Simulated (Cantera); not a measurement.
# Thermodynamics of fluorocarbon and chlorocarbon gases, feed C₂F₆ + Si

Charge: 1 mol C₂F₆, 0.47 mol Si, held at 1650 K and 1.90 Pa.

Method: chemical equilibrium by Gibbs-energy minimisation in Cantera with the NASA 1993 tables (ideal gas, pure condensed phases). Candidate condensed phases: C, Si, SiC; 23 gas species. The feed counts by its element totals alone. Gases not in the tables: C₂F₆ and larger saturated fluorocarbons. Equilibrium is a limit: real reactors are often held back by kinetics, nucleation or transport.

The x(CF₄) is 0.590, the x(SiF₄) comes out as 0.290 and the x(F) comes out as 0.0604. The x(CF₂) is 0.0575. The x(CF₃) comes out as 0.00167, the x(CF) is 3.38e-5 and the x(SiF₃) is 3.34e-6. The n(C(graphite)) is 0.947 mol and the gas amount is 1.621 mol. The log10 activity of Si(s) (absent) is -22.31.
